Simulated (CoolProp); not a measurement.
A simple Rankine cycle with chlorine: condensing at 294.15 K, boiler at 2.39 MPa, turbine inlet 386.9 K, turbine efficiency 0.65, pump efficiency 0.7, no recuperator. Each further row changes one setting.

The numbers come from the reference Helmholtz-energy equation of state, Thol 2021 in CoolProp.

```json
[
 {"case": "as stated", "thermal efficiency (%)": "9.0", "net work (kJ/kg)": "25.6", "heat in (kJ/kg)": "284", "turbine exit temperature (K)": "307.7", "volume ratio over the turbine": "2.92"},
 {"case": "turbine inlet 406.9 K", "thermal efficiency (%)": "9.3", "net work (kJ/kg)": "27.8", "heat in (kJ/kg)": "297", "turbine exit temperature (K)": "326.8", "volume ratio over the turbine": "2.92"},
 {"case": "condensing temperature 286.15 K", "thermal efficiency (%)": "10.2", "net work (kJ/kg)": "29.9", "heat in (kJ/kg)": "292", "turbine exit temperature (K)": "295.6", "volume ratio over the turbine": "3.57"},
 {"case": "boiler pressure 1.67 MPa", "thermal efficiency (%)": "6.9", "net work (kJ/kg)": "20.2", "heat in (kJ/kg)": "292", "turbine exit temperature (K)": "331.6", "volume ratio over the turbine": "2.13"},
 {"case": "turbine efficiency 0.55", "thermal efficiency (%)": "7.5", "net work (kJ/kg)": "21.4", "heat in (kJ/kg)": "284", "turbine exit temperature (K)": "315.1", "volume ratio over the turbine": "3.02"}
]
```
